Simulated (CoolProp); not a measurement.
Properties of ethylene along the isotherm -78.35 °C.

Model: reference Helmholtz-energy equation of state, Smukala 2000, in CoolProp.

```csv
p (MPa),phase,cv (kJ/(kg K)),isothermal compressibility (1/MPa)
0.168,gas,[?],6.182
0.336,gas,1.017,3.238
0.504,liquid,1.326,[?]
0.672,liquid,1.326,[?]
0.84,liquid,1.326,0.002841
1.01,liquid,1.326,0.002827
1.18,liquid,1.326,0.002813
1.34,liquid,1.327,[?]
1.51,liquid,1.327,[?]
1.68,liquid,1.327,[?]
1.85,liquid,1.327,0.002760
2.02,liquid,1.327,[?]
2.18,liquid,1.327,0.002735
2.35,liquid,1.327,[?]
2.52,liquid,1.328,0.002709
```

**Question.** Some entries are withheld; supply them.

**Answer.** 
- 0.168, cv (kJ/(kg K)): 0.9832
- 0.504, isothermal compressibility (1/MPa): 0.002870
- 0.672, isothermal compressibility (1/MPa): 0.002855
- 1.34, isothermal compressibility (1/MPa): 0.002800
- 1.51, isothermal compressibility (1/MPa): 0.002787
- 1.68, isothermal compressibility (1/MPa): 0.002773
- 2.02, isothermal compressibility (1/MPa): 0.002747
- 2.35, isothermal compressibility (1/MPa): 0.002722
